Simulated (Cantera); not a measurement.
A Cantera script and its output.

```python
import numpy as np
import cantera as ct

gas = ct.Solution("h2o2.yaml")
gas.TPX = 1473, 370, {'H2': 0.27, 'O2': 1}
inlet = ct.Reservoir(gas, clone=True)

reactor = ct.IdealGasConstPressureReactor(gas, energy="off", clone=False)
exhaust = ct.Reservoir(gas, clone=True)
tau = [17, 3, 0.51, 0.088, 0.015, 0.0026, 0.00046][0]
for a, b in ((inlet, reactor), (reactor, exhaust)):
    ct.MassFlowController(a, b, mdot=lambda t: reactor.mass / tau)
net = ct.ReactorNet([reactor])
show = ['H2', 'O2', 'H2O', 'H', 'H2O2', 'O']

rows = []
print(f"{'tau/s':>10s}{'T/K':>9s}" + "".join(f"{s:>11s}" for s in show))
for tau in [17, 3, 0.51, 0.088, 0.015, 0.0026, 0.00046]:
    net.initial_time = 0.0
    net.advance(30 * tau)
    before = gas.X
    net.advance(40 * tau)
    drift = np.max(np.abs(gas.X - before) / (gas.X + 1e-9))
    rows.append([gas.T, *gas[show].X, drift])
    print(f"{tau:10.3e}{gas.T:9.1f}" + "".join(f"{x:11.3e}" for x in gas[show].X))
```

Result:

```
     tau/s      T/K         H2         O2        H2O          H       H2O2          O
 1.700e+01   1473.0  7.707e-04  7.547e-01  2.325e-01  7.505e-04  2.229e-08  5.226e-03
 3.000e+00   1473.0  2.318e-03  7.424e-01  2.249e-01  4.026e-03  3.619e-08  1.601e-02
 5.100e-01   1473.0  6.033e-03  7.113e-01  2.045e-01  1.813e-02  4.878e-08  4.373e-02
 8.800e-02   1473.0  1.028e-02  6.702e-01  1.756e-01  4.400e-02  5.026e-08  7.940e-02
 1.500e-02   1473.0  1.337e-02  6.539e-01  1.608e-01  5.719e-02  4.969e-08  9.277e-02
 2.600e-03   1473.0  2.291e-02  6.595e-01  1.478e-01  6.031e-02  5.410e-08  8.555e-02
 4.600e-04   1473.0  6.749e-02  6.944e-01  1.066e-01  5.193e-02  5.588e-08  5.444e-02
```

Model: the H2/O2 subset of GRI-Mech 3.0, which has no nitrogen chemistry, integrated in Cantera. Radical loss at walls, strong at low pressure, is not modelled. The temperature is held fixed by assumption; the heat of reaction is taken as removed at once.
